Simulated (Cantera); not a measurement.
Ignition delay

Mixture: 4.05 % CH₄, 0.251 % C₂H₆, 2.76 % C₃H₈, 17.5 % O₂, 75.4 % N₂, equivalence ratio 1.3, at 23300 Torr, adiabatic and at constant pressure. Ignition delay is the time to a rise of 400 K.

Detailed kinetics in Cantera: GRI-Mech 3.0 (53 species, 325 reactions). GRI-Mech 3.0 was tuned for natural gas; its chemistry of propane as a main component is partial and can be far from experiment. The pressure lies above the range GRI-Mech 3.0 was tuned for (to about 10 atm).

```csv
T0 (K),delay (ms)
1275,0.225
1325,0.114
1375,0.0598
1425,0.0325
1475,0.0185
1525,0.0110
```

apparent activation energy between 1425 and 1525 K: 200 kJ/mol
